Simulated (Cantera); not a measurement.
Charge: 1 mol Ta2O5, 1.3 mol C, 0.35 mol H2, equilibrated at 825 Torr.

Cantera equilibrium calculation (NASA polynomials, part measured and part estimated; ideal gas, pure solids and liquids). Candidate condensed phases: C, C6H6, C7H8, C8H18, H2O, Ta, TaC, Ta2O5; 113 gas species. Mutual solubility and eutectic melting of coexisting phases are not modelled. TaC: taken at fixed stoichiometry. Condensed phases not in the tables: Ta2C. Kinetics and transport are ignored.

Q: At 1527 °C, list the 5 most abundant gas species with their mole fractions, and the condensed phases.

A: CO 0.725, H2 0.272, H2O 0.00198, CO2 0.00138, H 0.000178. Condensed: TaC(s) + Ta2O5(s).
